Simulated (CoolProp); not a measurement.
Properties of n-perfluorohexane at several states.

Model: reference Helmholtz-energy equation of state, Gao 2022, in CoolProp.

```json
[
 {"T (K)": "254.1", "p (MPa)": "5.8", "phase": "liquid", "cv (kJ/(kg K))": "0.7869", "fugacity coefficient": "0.0007905"},
 {"T (K)": "241.3", "p (MPa)": "8.36", "phase": "liquid", "cv (kJ/(kg K))": "0.7669", "fugacity coefficient": "0.0002870"},
 {"T (K)": "271.9", "p (MPa)": "3.03", "phase": "liquid", "cv (kJ/(kg K))": "0.8141", "fugacity coefficient": "0.003415"},
 {"T (K)": "279.3", "p (MPa)": "0.109", "phase": "liquid", "cv (kJ/(kg K))": "0.8249", "fugacity coefficient": "0.1096"},
 {"T (K)": "213.8", "p (MPa)": "1.32", "phase": "liquid", "cv (kJ/(kg K))": "0.7198", "fugacity coefficient": "8.760e-5"},
 {"T (K)": "312.3", "p (MPa)": "1.24", "phase": "liquid", "cv (kJ/(kg K))": "0.8717", "fugacity coefficient": "0.04502"}
]
```
